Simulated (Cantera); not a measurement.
A closed system holds: 1 mol SiCl₄, 0.13 mol H₂O, 72 mol H₂, equilibrated at 1275 K and 13.3 mbar.

Equilibrium computed with Cantera from the NASA thermochemical tables; the gas is ideal and each condensed phase is pure. Candidate condensed phases: H₂O, Si, SiO₂; 30 gas species. Mutual solubility and eutectic melting of coexisting phases are not modelled. The tables' values for SiCl₃ are old estimates; treat these amounts as uncertain. The tables hold silica as quartz up to 1696 K and as liquid above; real silica turns to tridymite and cristobalite and melts near 1996 K. Rates play no part.

Base state: H₂ 0.952, HCl 0.0422, SiCl₂ 0.00485, SiCl₃ 0.000335, SiO 0.000306, SiCl₄ 0.000151, SiHCl₃ 0.000137, SiH₂Cl₂ 1.73e-5 (mole fractions); condensed: Si(s) + SiO₂(β-quartz).

What changes in the equilibrium state with this change: pressure from 13.3 mbar to 0.790 bar?


```tsv
species	before	after
H₂	0.952	0.962
HCl	0.0422	0.0295
SiHCl₃	0.000137	0.00274
SiO	0.000306	5.17e-6
SiH₃Cl	6.11e-7	2.55e-5
SiH₂Cl₂	1.73e-5	0.000500
SiCl₄	0.000151	0.00208
Si(s), mol	0.517	0.305
SiO₂(β-quartz), mol	0.0536	0.0648
```

What changes in the equilibrium state with this change: temperature from 1275 K to 725 K?


| species | before | after |
|---|---|---|
| H₂ | 0.952 | 0.983 |
| SiCl₄ | 0.000151 | 0.0119 |
| HCl | 0.0422 | 0.00439 |
| SiO | 0.000306 | <1e-9 |
| SiCl₂ | 0.00485 | 1.80e-8 |
| SiCl₃ | 0.000335 | 9.39e-7 |
| SiHCl₃ | 0.000137 | 0.000826 |
| SiH₂Cl₂ | 1.73e-5 | 3.97e-6 |
| Si(s), mol | 0.517 | 0 |
| SiO₂(β-quartz), mol | 0.0536 | 0 |
| SiO₂(α-quartz), mol | 0 | 0.0650 |

What changes in the equilibrium state with this change: temperature from 1275 K to 798.15 K?


```json
[
 {"species": "H₂", "before": "0.952", "after": "0.982"},
 {"species": "SiCl₄", "before": "0.000151", "after": "0.0110"},
 {"species": "HCl", "before": "0.0422", "after": "0.00538"},
 {"species": "SiO", "before": "0.000306", "after": "<1e-9"},
 {"species": "SiCl₂", "before": "0.00485", "after": "1.09e-6"},
 {"species": "SiCl₃", "before": "0.000335", "after": "1.03e-5"},
 {"species": "SiHCl₃", "before": "0.000137", "after": "0.00177"},
 {"species": "Si(s), mol", "before": "0.517", "after": "0"},
 {"species": "SiO₂(β-quartz), mol", "before": "0.0536", "after": "0"},
 {"species": "SiO₂(α-quartz), mol", "before": "0", "after": "0.0650"}
]
```
